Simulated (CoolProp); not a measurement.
Saturation properties of sulfur hexafluoride.

The numbers come from the reference Helmholtz-energy equation of state, Guder 2009 in CoolProp.

```csv
T (°C),p (kPa),liquid density (kg/m³),vapour Z,vapour viscosity (µPa s),liquid conductivity (mW/(m K))
-36.45,389.9,1778,0.8985,12.6,72.9
-29.25,505.5,1740,0.8783,13.0,70.9
-22.05,644.9,1699,0.8555,13.5,68.7
-14.85,811.2,1656,0.8301,13.9,66.5
-7.65,1007,1610,0.8017,14.4,64.2
-0.45,1236,1561,0.7701,14.9,61.9
6.75,1502,1508,0.7346,15.5,59.4
13.95,1807,1449,0.6945,16.2,56.9
21.25,2162,1380,0.6477,17.2,54.2
28.45,2562,1300,0.5930,18.5,51.4
```

Viscosity comes from a separate model (Quiñones-Cisneros 2012). Thermal conductivity comes from a separate model (Assael 2012).
